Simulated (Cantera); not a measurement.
Feed: 1 mol Si, 0.048 mol N₂O, 36 mol N₂, 0.25 mol CO₂, at 200000 Pa.

These are equilibrium values from Cantera (NASA tables, ideal gas, pure condensed phases), not measurements of a reactor. Candidate condensed phases: C, Si, SiC, SiO₂, Si₂N₂O, Si₃N₄; 34 gas species. Mutual solubility and eutectic melting of coexisting phases are not modelled. The numbers say what is thermodynamically allowed, not how fast it happens.

Question: Which condensed phases are stable at each of these points (T (°C)): 627, 727, 827, 927, 1027, 1127, 1227, 1327, 1427, 1527, 1627, 1727, 1827, 1927?

Answer: 
```json
[
 {"T (°C)": "627", "condensed phases": "C(graphite) + SiO₂(β-quartz) + Si₂N₂O(s)", "Si condensed (%)": "100.0"},
 {"T (°C)": "727", "condensed phases": "C(graphite) + SiO₂(β-quartz) + Si₂N₂O(s)", "Si condensed (%)": "100.0"},
 {"T (°C)": "827", "condensed phases": "C(graphite) + Si₂N₂O(s)", "Si condensed (%)": "100.0"},
 {"T (°C)": "927", "condensed phases": "C(graphite) + Si₂N₂O(s)", "Si condensed (%)": "100.0"},
 {"T (°C)": "1027", "condensed phases": "C(graphite) + Si₂N₂O(s)", "Si condensed (%)": "100.0"},
 {"T (°C)": "1127", "condensed phases": "C(graphite) + Si₂N₂O(s)", "Si condensed (%)": "100.0"},
 {"T (°C)": "1227", "condensed phases": "C(graphite) + Si₂N₂O(s)", "Si condensed (%)": "100.0"},
 {"T (°C)": "1327", "condensed phases": "C(graphite) + Si₂N₂O(s)", "Si condensed (%)": "100.0"},
 {"T (°C)": "1427", "condensed phases": "C(graphite) + Si₂N₂O(s)", "Si condensed (%)": "100.0"},
 {"T (°C)": "1527", "condensed phases": "SiC(s) + Si₂N₂O(s) + Si₃N₄(s)", "Si condensed (%)": "99.9"},
 {"T (°C)": "1627", "condensed phases": "SiC(s) + Si₂N₂O(s) + Si₃N₄(s)", "Si condensed (%)": "99.3"},
 {"T (°C)": "1727", "condensed phases": "Si₂N₂O(s) + Si₃N₄(s)", "Si condensed (%)": "95.7"},
 {"T (°C)": "1827", "condensed phases": "Si₂N₂O(s) + Si₃N₄(s)", "Si condensed (%)": "77.8"},
 {"T (°C)": "1927", "condensed phases": "Si₃N₄(s)", "Si condensed (%)": "69.0"}
]
```

From 627 °C to 727 °C the condensed part is C(graphite) + SiO₂(β-quartz) + Si₂N₂O(s). From 827 °C to 1427 °C the condensed part is C(graphite) + Si₂N₂O(s). From 1527 °C to 1627 °C the condensed part is SiC(s) + Si₂N₂O(s) + Si₃N₄(s). From 1727 °C to 1827 °C the condensed part is Si₂N₂O(s) + Si₃N₄(s). At 1927 °C the condensed part is Si₃N₄(s).
